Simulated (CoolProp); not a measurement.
The fluid at 372.71 K and 1.87 MPa is compressed adiabatically to 9.28 MPa with isentropic efficiency 0.85. The same conditions are run with several fluids, on thermodynamics alone (safety and materials aside).

Computed with CoolProp (reference Helmholtz-energy equation of state of each fluid (R227EA: Lemmon 2016; propylene: Lemmon 2013; carbon dioxide: Span 1996)).

Problem. Rank R227EA, propylene, carbon dioxide by work (kJ/kg), highest first.

Solution. carbon dioxide (150), propylene (119), R227EA (20.9)

```
fluid           final temperature (K)  final density (kg/m³)
--------------  ---------------------  ---------------------
R227EA                          439.2                    771
propylene                       472.6                    140
carbon dioxide                  539.4                   94.8
```
